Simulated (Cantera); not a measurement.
Input (Python, Cantera) and output of one run.

```python
import numpy as np
import cantera as ct

gas_names = """
    F F2 H HF H2 H2F2 H3F3 H4F4 H5F5 H6F6 H7F7 Si SiF SiF2 SiF3 SiF4 SiH SiHF3 SiH2 SiH2F2 SiH3 SiH3F
    SiH4 Si2 Si3
""".split()
cond_names = """
    Si(cr) Si(L)
""".split()


# ... load() reads the species with a 1 bar reference pressure and builds the phases ...
atoms = {
    'Si': {'Si': 1},
    'HF': {'H': 1, 'F': 1},
}
top_T = {}  # K; cautious upper limits of use, not melting points


# ... equilibrate(T, P, feed) seeds the gas with the atoms and calls Mixture.equilibrate('TP', solver="vcs", rtol=1e-11, max_steps=5000) ...
results = []
T = 873.15  # K
P = 4.5  # Pa
for m in [1, 1.3, 1.6, 2, 2.6, 3.2, 4, 5.1, 6.4, 8]:
    feed = {'Si': 1, 'HF': m}  # mol
    mix = equilibrate(T, P, feed)
    results.append((T, P, feed, dict(zip(mix.species_names, mix.species_moles))))

top = {s: max(r[3][s] / sum(r[3][g] for g in gas_names) for r in results) for s in gas_names}
cols = sorted((s for s in top if top[s] > 0.001), key=lambda s: -top[s])[:7]
seen = [c for c in cond_names if any(r[3].get(c, 0) > 1e-12 for r in results)]
print("log10 of partial pressures in bar; condensed amounts in mol")
print(f"{'n(HF)':>10s}" + "".join(f"{s[:9]:>10s}" for s in cols + seen))
for T, P, feed, n in results:
    ng = sum(n[g] for g in gas_names)
    print(f"{feed['HF']:10.4g}" + "".join(f"{np.log10(max(n[s] / ng * P / 1e5, 1e-99)):10.3f}" for s in cols)
          + "".join(f"{n.get(c, 0):10.4g}" for c in seen))
```

It prints:

```
log10 of partial pressures in bar; condensed amounts in mol
     n(HF)        H2        HF      SiF4     SiHF3    Si(cr)
         1    -4.524    -9.123    -4.827    -6.930    0.7494
       1.3    -4.524    -9.123    -4.827    -6.930    0.6743
       1.6    -4.524    -9.123    -4.827    -6.930    0.5991
         2    -4.524    -9.123    -4.827    -6.930    0.4989
       2.6    -4.524    -9.123    -4.827    -6.930    0.3485
       3.2    -4.524    -9.123    -4.827    -6.930    0.1982
         4    -4.523    -7.995    -4.824    -8.055         0
       5.1    -4.659    -4.918    -4.960   -11.402         0
       6.4    -4.778    -4.699    -5.079   -11.861         0
         8    -4.891    -4.590    -5.192   -12.195         0
```

Method: chemical equilibrium by Gibbs-energy minimisation in Cantera with the NASA 1993 tables (ideal gas, pure condensed phases). The tables' values for SiF3 are old estimates; treat these amounts as uncertain.
